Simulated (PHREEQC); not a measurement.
A solution holds 0.031 mol/kgw CuCl2, 0.038 mol/kgw HNO3 and 0.0072 mol/kgw NaCl, at 70 °C. Closed to the air; pH follows from the charge balance.

Model: ion-association model, wateq4f.dat, run in PHREEQC.

```json
[
 {"quantity": "pH", "before": "1.51", "after": "2.47"},
 {"quantity": "ionic strength (mol/kgw)", "before": "0.120", "after": "0.0134"},
 {"quantity": "Cl- (mol/kgw)", "before": "0.0602", "after": "0.00670"},
 {"quantity": "Cu+2 (mol/kgw)", "before": "0.0223", "after": "0.00288"},
 {"quantity": "CuCl+ (mol/kgw)", "before": "0.00851", "after": "0.000217"},
 {"quantity": "CuCl2 (mol/kgw)", "before": "0.000220", "after": "9.18e-7"},
 {"quantity": "SI of Tenorite (CuO)", "before": "-5.23", "after": "-3.97"},
 {"quantity": "SI of Cu(OH)2 (Cu(OH)2)", "before": "-6.26", "after": "-4.99"}
]
```

Task: What was changed between the two runs?
A) NaCl left out
B) HNO3 replaced by Ni(NO3)2 at the same molality
C) NaCl from 0.0072 to 0.0036 mol/kgw
D) 0.0031 mol/kgw H3PO4 added
E) diluted 10-fold with water

Result: E, diluted 10-fold with water

No solid was allowed to form. At this temperature some constants are extrapolated from 25 °C, and those without enthalpy data are left unchanged.
